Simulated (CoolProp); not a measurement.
Vapour pressure (kPa) of acetone: the reference equation beside estimates from Tc = 235.0 °C, pc = 4692 kPa, ω = 0.307. Clausius-Clapeyron is anchored at 123.05 °C with a constant enthalpy of vaporisation of 24.19 kJ/mol.

Model: reference Helmholtz-energy equation of state, Lemmon 2006, in CoolProp. It is a short technical equation, of lower accuracy than the large ones.

```
T (°C)  reference  Lee-Kesler  Clausius-Clapeyron  van der Waals  Soave-Redlich-Kwong  Peng-Robinson
------  ---------  ----------  ------------------  -------------  -------------------  -------------
123.05      648.2       655.9               648.2           1596                657.6          649.8
129.15      742.1       751.3               724.6           1715                754.2          744.8
135.25      845.9       856.7               807.2           1838                861.0          849.9
141.35      960.4       972.7               896.4           1968                978.9          965.9
147.45       1086        1100               992.5           2103                 1108           1093
153.55       1224        1239                1096           2243                 1250           1233
159.65       1375        1391                1206           2390                 1405           1386
165.75       1539        1556                1324           2542                 1574           1553
171.85       1718        1736                1450           2700                 1757           1735
177.95       1912        1931                1584           2864                 1956           1932
183.95       2119        2138                1724           3031                 2167           2142
190.05       2347        2365                1875           3206                 2398           2372
196.15       2593        2611                2034           3388                 2647           2621
202.25       2858        2876                2203           3577                 2914           2889
208.35       3145        3162                2380           3771                 3200           3176
```

Absolute difference from the reference over all 15 rows, mean and median: Lee-Kesler 1.0 and 1.1 %, Clausius-Clapeyron 13.3 and 14.0 %, van der Waals 71.8 and 65.2 %, Soave-Redlich-Kwong 2.0 and 2.1 %, Peng-Robinson 0.8 and 0.9 %.
